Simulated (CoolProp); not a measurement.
Vapour-liquid equilibrium of carbon dioxide (1) + R124 (2) at -5.45 °C; x and y are mole fractions of (1).

The numbers come from the multi-fluid Helmholtz-energy mixture model, Span 1996 and de Vries 1995; pair parameters Bell 2016 in CoolProp.

Task: Give the bubble pressure and the first vapour's composition at x = 0.2, 0.5, 0.95. Is there an azeotrope?

Result: x = 0.2: 621.4 kPa, y = 0.802; x = 0.5: 1351 kPa, y = 0.928; x = 0.95: 2809 kPa, y = 0.995. No azeotrope shows between x = 0.05 and 0.95.

Pair parameters are fitted to limited data, so mixtures are less certain than the pure fluids.
